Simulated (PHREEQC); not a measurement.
A solution holds 0.11 mol/kgw CdCl2 and 0.00033 mol/kgw Na2SO4, at 15 °C. Closed to the air; pH follows from the charge balance.

Computed with PHREEQC (ion-association model, phreeqc.dat).

Precipitation was switched off in this run.

Problem. Order these S species by the share of S that they hold, largest first: CdSO4, Cd(SO4)2-2, SO4-2.

Solution. SO4-2 (61 %), CdSO4 (39 %), Cd(SO4)2-2 (0.19 %)

Problem. Order these Cl species by the share of Cl that they hold, largest first: Cl-, CdCl2, CdCl+, CdCl3-.

Solution. Cl- (50 %), CdCl+ (32 %), CdCl2 (16 %), CdCl3- (1.4 %)

The pH is 5.42 and the ionic strength 0.133 mol/kgw.
